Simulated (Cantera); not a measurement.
An adiabatic, constant-pressure homogeneous reactor starts with 4.17 % CH4, 0.192 % C2H6, 10.5 % O2, 85.2 % N2, at 1250 K and 750 Torr.

Cantera simulation using GRI-Mech 3.0 (53 species, 325 reactions); the numbers are that mechanism's predictions, not measurements.

Predict: time of steepest temperature rise; temperature at 0.400 s; equilibrium temperature; x(O2) at 0.400 s; x(NO) at 0.400 s; x(H2O) at 0.400 s.


* **time of steepest temperature rise**: 15.1 ms
* **temperature at 0.400 s**: 2176 K
* **equilibrium temperature**: 2174 K
* **x(O2) at 0.400 s**: 0.0141 (gas-phase equilibrium 0.0136)
* **x(NO) at 0.400 s**: 0.00225 (gas-phase equilibrium 0.00315)
* **x(H2O) at 0.400 s**: 0.0871 (gas-phase equilibrium 0.0871)
